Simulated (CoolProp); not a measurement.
Properties of methane along the isobar 5110 kPa.

The numbers come from the reference Helmholtz-energy equation of state, Setzmann 1991 in CoolProp.

```json
[
 {"T (°C)": "-158.75", "phase": "liquid", "density (kg/m³)": "423.1", "cp (kJ/(kg K))": "3.444", "Joule-Thomson coefficient (K/MPa)": "-0.4262", "conductivity (mW/(m K))": "186", "Prandtl number": "2.17"},
 {"T (°C)": "-145.25", "phase": "liquid", "density (kg/m³)": "403.4", "cp (kJ/(kg K))": "3.538", "Joule-Thomson coefficient (K/MPa)": "-0.3643", "conductivity (mW/(m K))": "167", "Prandtl number": "1.90"},
 {"T (°C)": "-131.75", "phase": "liquid", "density (kg/m³)": "382.0", "cp (kJ/(kg K))": "3.681", "Joule-Thomson coefficient (K/MPa)": "-0.2690", "conductivity (mW/(m K))": "148", "Prandtl number": "1.76"},
 {"T (°C)": "-118.25", "phase": "liquid", "density (kg/m³)": "357.6", "cp (kJ/(kg K))": "3.919", "Joule-Thomson coefficient (K/MPa)": "-0.1117", "conductivity (mW/(m K))": "130", "Prandtl number": "1.72"},
 {"T (°C)": "-104.75", "phase": "liquid", "density (kg/m³)": "328.4", "cp (kJ/(kg K))": "4.377", "Joule-Thomson coefficient (K/MPa)": "0.1796", "conductivity (mW/(m K))": "111", "Prandtl number": "(withheld)"},
 {"T (°C)": "-91.15", "phase": "liquid", "density (kg/m³)": "287.4", "cp (kJ/(kg K))": "5.687", "Joule-Thomson coefficient (K/MPa)": "0.8943", "conductivity (mW/(m K))": "90.6", "Prandtl number": "2.10"},
 {"T (°C)": "-77.65", "phase": "supercritical", "density (kg/m³)": "122.4", "cp (kJ/(kg K))": "22.35", "Joule-Thomson coefficient (K/MPa)": "(withheld)", "conductivity (mW/(m K))": "61.5", "Prandtl number": "4.74"},
 {"T (°C)": "-64.15", "phase": "supercritical", "density (kg/m³)": "73.65", "cp (kJ/(kg K))": "(withheld)", "Joule-Thomson coefficient (K/MPa)": "8.340", "conductivity (mW/(m K))": "35.3", "Prandtl number": "1.40"},
 {"T (°C)": "-50.65", "phase": "supercritical", "density (kg/m³)": "60.58", "cp (kJ/(kg K))": "3.548", "Joule-Thomson coefficient (K/MPa)": "7.366", "conductivity (mW/(m K))": "33.1", "Prandtl number": "1.11"},
 {"T (°C)": "-37.15", "phase": "supercritical", "density (kg/m³)": "52.91", "cp (kJ/(kg K))": "3.100", "Joule-Thomson coefficient (K/MPa)": "6.518", "conductivity (mW/(m K))": "(withheld)", "Prandtl number": "0.992"},
 {"T (°C)": "-23.65", "phase": "supercritical", "density (kg/m³)": "47.55", "cp (kJ/(kg K))": "2.867", "Joule-Thomson coefficient (K/MPa)": "5.805", "conductivity (mW/(m K))": "33.7", "Prandtl number": "0.925"},
 {"T (°C)": "-10.05", "phase": "supercritical", "density (kg/m³)": "43.45", "cp (kJ/(kg K))": "(withheld)", "Joule-Thomson coefficient (K/MPa)": "5.197", "conductivity (mW/(m K))": "34.7", "Prandtl number": "0.882"},
 {"T (°C)": "3.45", "phase": "supercritical", "density (kg/m³)": "40.20", "cp (kJ/(kg K))": "2.649", "Joule-Thomson coefficient (K/MPa)": "4.678", "conductivity (mW/(m K))": "35.9", "Prandtl number": "0.853"},
 {"T (°C)": "16.95", "phase": "supercritical", "density (kg/m³)": "37.51", "cp (kJ/(kg K))": "2.600", "Joule-Thomson coefficient (K/MPa)": "4.226", "conductivity (mW/(m K))": "37.3", "Prandtl number": "(withheld)"},
 {"T (°C)": "30.45", "phase": "supercritical", "density (kg/m³)": "(withheld)", "cp (kJ/(kg K))": "2.574", "Joule-Thomson coefficient (K/MPa)": "3.830", "conductivity (mW/(m K))": "38.9", "Prandtl number": "0.815"}
]
```

Question: Some entries are withheld; supply them.

Answer: 
- -104.75, Prandtl number: 1.77
- -77.65, Joule-Thomson coefficient (K/MPa): 8.064
- -64.15, cp (kJ/(kg K)): 4.718
- -37.15, conductivity (mW/(m K)): 33.0
- -10.05, cp (kJ/(kg K)): 2.731
- 16.95, Prandtl number: 0.831
- 30.45, density (kg/m³): 35.23

The peak of cp marks the crossing from liquid-like to gas-like fluid above the critical point.

Viscosity comes from a separate model (Quiñones-Cisneros 2006). Thermal conductivity comes from a separate model (Friend 1989).
